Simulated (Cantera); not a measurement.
An isothermal, constant-pressure homogeneous reactor starts with CH₄ : N₂ = 1 : 140 (molar parts), at 1475 K and 100.0 Torr.

Computed with Cantera and GRI-Mech 3.0 (53 species, 325 reactions). GRI-Mech 3.0 stops at C3 and has no aromatics, soot or wall deposition, so with more carbon than oxygen in the feed, carbon stays in small species such as C2H2 where larger ones or solid carbon would form.

x: mole fraction; the columns are a selection and need not sum to one.

```json
[
 {"t (s)": "0.000600", "x CH₄": "0.00709", "x C₂H": "<1e-12", "x C₂H₆": "5.90e-12", "x H": "9.92e-9", "x C₂H₄": "2.82e-12", "x HCN": "<1e-12"},
 {"t (s)": "0.00221", "x CH₄": "0.00709", "x C₂H": "<1e-12", "x C₂H₆": "3.08e-10", "x H": "9.95e-9", "x C₂H₄": "1.62e-10", "x HCN": "<1e-12"},
 {"t (s)": "0.00811", "x CH₄": "0.00709", "x C₂H": "<1e-12", "x C₂H₆": "___", "x H": "1.03e-8", "x C₂H₄": "8.28e-9", "x HCN": "<1e-12"},
 {"t (s)": "0.0298", "x CH₄": "0.00708", "x C₂H": "<1e-12", "x C₂H₆": "___", "x H": "1.46e-8", "x C₂H₄": "3.79e-7", "x HCN": "<1e-12"},
 {"t (s)": "0.110", "x CH₄": "0.00703", "x C₂H": "2.20e-12", "x C₂H₆": "___", "x H": "5.82e-8", "x C₂H₄": "1.29e-5", "x HCN": "1.56e-11"},
 {"t (s)": "0.403", "x CH₄": "0.00646", "x C₂H": "1.05e-10", "x C₂H₆": "___", "x H": "4.31e-7", "x C₂H₄": "0.000170", "x HCN": "1.40e-9"},
 {"t (s)": "1.48", "x CH₄": "0.00477", "x C₂H": "5.90e-10", "x C₂H₆": "___", "x H": "1.18e-6", "x C₂H₄": "0.000105", "x HCN": "1.87e-8"},
 {"t (s)": "5.44", "x CH₄": "0.00268", "x C₂H": "1.09e-9", "x C₂H₆": "___", "x H": "2.05e-6", "x C₂H₄": "2.20e-5", "x HCN": "8.09e-8"},
 {"t (s)": "20.0", "x CH₄": "0.000981", "x C₂H": "1.57e-9", "x C₂H₆": "___", "x H": "2.93e-6", "x C₂H₄": "3.95e-6", "x HCN": "2.32e-7"}
]
```

Some entries are withheld; supply them.


- 0.00811, x C₂H₆: 1.29e-8
- 0.0298, x C₂H₆: 3.41e-7
- 0.110, x C₂H₆: 4.09e-6
- 0.403, x C₂H₆: 1.43e-5
- 1.48, x C₂H₆: 5.49e-6
- 5.44, x C₂H₆: 1.42e-6
- 20.0, x C₂H₆: 1.97e-7
